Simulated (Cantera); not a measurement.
Charge: 1 mol toluene, 0.015 mol NH3, equilibrated at 2875 K and 160 Pa.

Method: chemical equilibrium by Gibbs-energy minimisation in Cantera with the NASA 1993 tables (ideal gas, pure condensed phases). Candidate condensed phases: C, C6H6, C7H8, C8H18; 92 gas species. Kinetics and transport are ignored.

Base state: H 0.828, H2 0.0980, C3 0.0484, C 0.00915, C2H 0.00502, C2 0.00480, C2H2 (acetylene) 0.00417, HCN 0.000758 (mole fractions); condensed: C(graphite).

### Question
What changes in the equilibrium state with this change: temperature from 2875 K to 2148 K?

### Answer
```
species             before    after
----------------  --------  -------
H2                  0.0980    0.897
H                    0.828   0.0987
C2H2 (acetylene)   0.00417  0.00172
C3                  0.0484  5.13e-7
C5                0.000597    <1e-9
C4                0.000113    <1e-9
C2                 0.00480  4.44e-8
C                  0.00915  3.70e-7
CH                 6.38e-5  4.51e-8
C(graphite), mol      5.55     6.98
```

### Question
What changes in the equilibrium state with this change: 0.015 mol H2S added?

### Answer
```
species             before     after
----------------  --------  --------
H                    0.828     0.826
H2                  0.0980    0.0976
C3                  0.0484    0.0484
CS                       0   0.00185
S                        0   6.89e-5
N2                0.000230  0.000228
HCN               0.000758  0.000754
HNC               0.000129  0.000128
C(graphite), mol      5.55      5.52
```
Further candidate phases: S.
